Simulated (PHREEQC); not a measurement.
1.7 g of hydrous ferric oxide (600 m²/g; 0.2 weak and 0.005 strong sites per Fe, Dzombak-Morel constants, diffuse double layer) in 1 kg of water with 0.1 mol/kgw of an inert sodium salt, at 25 °C; the pH is set by adding NaOH or the inert anion's acid. Oxygen is held at 0.21 atm. The system is closed to CO2. Nothing may precipitate in this run.

Model: ion-association model, wateq4f.dat, run in PHREEQC.

| pH | surface charge σ (C/m²) | surface potential ψ (mV) |
|---|---|---|
| 3 | 0.363 | 152 |
| 3.67 | 0.343 | 149 |
| 4.33 | 0.291 | 141 |
| 5 | 0.215 | 126 |
| 5.67 | 0.142 | 105 |
| 6.33 | 0.086 | 81 |
| 7 | 0.045 | 52 |
| 7.67 | 0.016 | 21 |
| 8.33 | -0.008 | -11 |
| 9 | -0.034 | -42 |
| 9.67 | -0.071 | -72 |
| 10.33 | -0.121 | -97 |
| 11 | -0.190 | -120 |

Species that the database lacks are ignored. The oxide is taken as insoluble; below pH 4 it would dissolve.
